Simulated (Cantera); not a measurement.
Input: 1 mol SiHCl3, 0.039 mol Cl2, 28 mol H2, equilibrated at 1373.15 K and 1.20 bar.

Cantera equilibrium calculation (NASA polynomials, part measured and part estimated; ideal gas, pure solids and liquids). Candidate condensed phases: Si; 19 gas species. The tables' values for SiCl3 are old estimates; treat these amounts as uncertain. Equilibrium is a limit: real reactors are often held back by kinetics, nucleation or transport.

Base state: H2 0.931, HCl 0.0491, SiCl2 0.00745, SiHCl3 0.00477, SiCl4 0.00398, SiCl3 0.00253, SiH2Cl2 0.000848, SiH3Cl 4.31e-5 (mole fractions); condensed: Si(s).

What changes in the equilibrium state with this change: temperature from 1373.15 K to 1450 K?


```tsv
species	before	after
H2	0.931	0.925
HCl	0.0491	0.0568
SiCl2	0.00745	0.0108
SiCl4	0.00398	0.00199
SiHCl3	0.00477	0.00279
Si(s), mol	0.417	0.445
```
